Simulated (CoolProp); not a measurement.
Vapour-liquid equilibrium of n-hexane (1) + n-decane (2) at 56.45 °C; x and y are mole fractions of (1).

The numbers come from the multi-fluid Helmholtz-energy mixture model, Thol 2019 and Lemmon 2006; pair parameters Kunz 2012 in CoolProp.

```tsv
x	bubble pressure, mixture model (MPa)	bubble pressure, Raoult's law (MPa)	y, mixture model	y, Raoult's law
0.05	0.004335	0.004586	0.722	0.739
0.15	0.01058	0.01124	0.897	0.905
0.25	?	0.01789	0.943	0.947
0.35	?	0.02454	0.964	0.967
0.45	?	0.03119	0.976	0.978
0.55	0.03689	0.03784	0.984	0.985
0.65	0.04371	0.04450	0.989	0.990
0.75	0.05057	0.05115	?	0.994
0.85	0.05744	0.05780	0.997	0.997
0.95	0.06432	0.06445	0.999	0.999
```

Problem. What belongs in the gaps?

Solution. 
- 0.25, bubble pressure, mixture model (MPa): 0.01696
- 0.35, bubble pressure, mixture model (MPa): 0.02348
- 0.45, bubble pressure, mixture model (MPa): 0.03014
- 0.75, y, mixture model: 0.993

The largest gap from Raoult's law is -5.9 % in bubble pressure, at x = 0.15. No azeotrope shows between x = 0.05 and 0.95.

The pair parameters rest on a limited set of measurements; away from them the model extrapolates.
